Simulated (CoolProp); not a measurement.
Vapour-liquid equilibrium of cis-2-butene (1) + methanol (2) at 106.05 °C; x and y are mole fractions of (1).

The numbers come from the multi-fluid Helmholtz-energy mixture model, Lemmon 2005 and de Reuck 1993; pair parameters Bell 2016 in CoolProp.

Problem. Give the bubble pressure and the first vapour's composition at x = 0.25, 0.35, 0.45. Is there an azeotrope?

Solution. x = 0.25: 1438 kPa, y = 0.712; x = 0.35: 1552 kPa, y = 0.738; x = 0.45: 1596 kPa, y = 0.749. y crosses x between x = 0.75 and 0.85: the model has an azeotrope there.

Pair parameters are fitted to limited data, so mixtures are less certain than the pure fluids. With so large a gap from Raoult's law the liquid may split in two, which this calculation doesn't test in full.
